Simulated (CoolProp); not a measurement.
The fluid at 421.6 K and 0.0597 MPa is compressed adiabatically to 0.246 MPa with isentropic efficiency 0.7. The same conditions are run with several fluids, on thermodynamics alone (safety and materials aside).

Model: reference Helmholtz-energy equation of state of each fluid (octamethyltrisiloxane (MDM): Thol 2017; carbon dioxide: Span 1996; R1224YDZ: Akasaka 2023), in CoolProp.

### Question
Rank octamethyltrisiloxane (MDM), carbon dioxide, R1224YDZ by work (kJ/kg), highest first.

### Answer
carbon dioxide (185), R1224YDZ (49.2), octamethyltrisiloxane (MDM) (25.5)

```json
[
 {"fluid": "octamethyltrisiloxane (MDM)", "final temperature (K)": "463.2", "final phase": "two-phase, vapour fraction 0.681", "final density (kg/m³)": "25.5"},
 {"fluid": "carbon dioxide", "final temperature (K)": "603.0", "final phase": "gas", "final density (kg/m³)": "2.16"},
 {"fluid": "R1224YDZ", "final temperature (K)": "472.8", "final phase": "gas", "final density (kg/m³)": "9.46"}
]
```
